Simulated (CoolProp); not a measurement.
Computed with CoolProp (reference Helmholtz-energy equation of state, Thol 2017).

### Question
Give the vapour pressure (bar), liquid density (kg/m³), vapour density (kg/m³), enthalpy of vaporisation (kJ/kg) of saturated octamethyltrisiloxane (MDM) at 338.4, 366.6, 372.2 K.

### Answer
```json
[
 {"T (K)": "338.4", "p (bar)": "0.0470", "liquid density (kg/m³)": "774", "vapour density (kg/m³)": "0.398", "enthalpy of vaporisation (kJ/kg)": "189"},
 {"T (K)": "366.6", "p (bar)": "0.156", "liquid density (kg/m³)": "744", "vapour density (kg/m³)": "1.23", "enthalpy of vaporisation (kJ/kg)": "177"},
 {"T (K)": "372.2", "p (bar)": "0.193", "liquid density (kg/m³)": "738", "vapour density (kg/m³)": "1.51", "enthalpy of vaporisation (kJ/kg)": "175"}
]
```
